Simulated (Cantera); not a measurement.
What does this Cantera script print?

```python
import numpy as np
import cantera as ct

gas_names = """
    Fe FeO Fe(OH)2 H HNO HNO2 HNO3 HO2 H2 H2O H2O2 N NH NH2 NH3 NH2OH NO NO2 NO3 N2 N2H2 N2H4 N2O O OH
    O2 O3
""".split()
cond_names = """
    Fe(a) Fe(c) Fe(d) Fe(L) FeO(s) FeO(L) Fe(OH)2(s) Fe(OH)3(s) Fe2O3(s) Fe3O4(s) H2O(s) H2O(L)
""".split()


# ... load() reads the species with a 1 bar reference pressure and builds the phases ...
atoms = {
    'Fe3O4': {'Fe': 3, 'O': 4},
    'H2': {'H': 2},
    'N2': {'N': 2},
}
top_T = {'Fe2O3(s)': 1830, 'Fe3O4(s)': 1870}  # K; cautious upper limits of use, not melting points


# ... equilibrate(T, P, feed) seeds the gas with the atoms and calls Mixture.equilibrate('TP', solver="vcs", rtol=1e-11, max_steps=5000) ...
results = []
feed = {'Fe3O4': 1, 'H2': 32, 'N2': 21}  # mol
T = 1150  # K
P = 110000  # Pa
mix = equilibrate(T, P, feed)
results.append((T, P, feed, dict(zip(mix.species_names, mix.species_moles))))
print(gas.report(threshold=0.0001))
for i in range(1, mix.n_phases):
    print(f"{mix.phase(i).name:16s} {mix.phase_moles(i):12.5e} mol")
```

Output:

```
       temperature   1150 K
          pressure   1.1e+05 Pa
           density   0.1556 kg/m^3
  mean mol. weight   13.525 kg/kmol
   phase of matter   gas

                          1 kg             1 kmol
                     ---------------   ---------------
          enthalpy        5.9179e+05        8.0042e+06  J
   internal energy       -1.1515e+05       -1.5575e+06  J
           entropy             15306        2.0702e+05  J/K
    Gibbs function        -1.701e+07       -2.3007e+08  J
 heat capacity c_p            2426.3             32816  J/K
 heat capacity c_v            1811.5             24502  J/K

                      mass frac. Y      mole frac. X     chem. pot. / RT
                     ---------------   ---------------   ---------------
                H2          0.078735           0.52824           -18.407
               H2O           0.10053          0.075477           -53.099
                N2           0.82065           0.39622           -26.066
     [  +24 minor]        8.1677e-05        6.4878e-05

Fe(a)             3.00000e+00 mol
FeO(s)            0.00000e+00 mol
Fe(OH)2(s)        0.00000e+00 mol
Fe(OH)3(s)        0.00000e+00 mol
Fe2O3(s)          0.00000e+00 mol
Fe3O4(s)          0.00000e+00 mol
```

Method: chemical equilibrium by Gibbs-energy minimisation in Cantera with the NASA 1993 tables (ideal gas, pure condensed phases).
